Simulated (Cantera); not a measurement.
An adiabatic, constant-volume homogeneous reactor starts with CH4 : C2H6 : C3H8 : O2 : N2 = 1 : 0.12 : 0.074 : 8.21 : 30.9 (molar parts), at 1300 K and 5.00 bar.

Cantera simulation using GRI-Mech 3.0 (53 species, 325 reactions); the numbers are that mechanism's predictions, not measurements.

One state of this run: T (K) = 2235; P (bar) = 8.63; x CH4 = <1e-12; x C2H6 = <1e-12; x C3H8 = <1e-12; x HCN = <1e-12; x CH3 = <1e-12; x O = 0.000419; x NO = 0.000935. x: mole fraction; the columns are a selection and need not sum to one.

Q: Which value of t (s) does it belong to?
A) 8.11e-5
B) 0.00621
C) 6.00e-6
D) 0.000193

A: B, 0.00621
